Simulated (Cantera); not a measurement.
A closed system holds: 1 mol SiH2Cl2, 13 mol N2, 0.54 mol H2, held at 7.28 Torr.

These are equilibrium values from Cantera (NASA tables, ideal gas, pure condensed phases), not measurements of a reactor. Candidate condensed phases: NH4Cl, Si, Si3N4; 28 gas species. N2 is the only nitrogen source here; it is nearly inert below about 1500 K, so the nitride shown seldom forms there in practice. The tables' values for SiCl3 are old estimates; treat these amounts as uncertain. The numbers say what is thermodynamically allowed, not how fast it happens. All values below are at 900 °C.

Base state: N2 0.833, HCl 0.118, H2 0.0447, SiCl4 0.00394, SiCl3 0.000193, SiCl2 9.28e-5, SiHCl3 3.48e-5 (mole fractions); condensed: Si3N4(s).

**Question.** What changes in the equilibrium state with this change: pressure from 7.28 Torr to 0.323 Torr?

**Answer.** 
```tsv
species	before	after
N2	0.833	0.831
HCl	0.118	0.124
H2	0.0447	0.0417
SiCl4	0.00394	0.00194
SiCl2	9.28e-5	0.000873
SiHCl3	3.48e-5	1.52e-5
Si3N4(s), mol	0.312	0.317
```
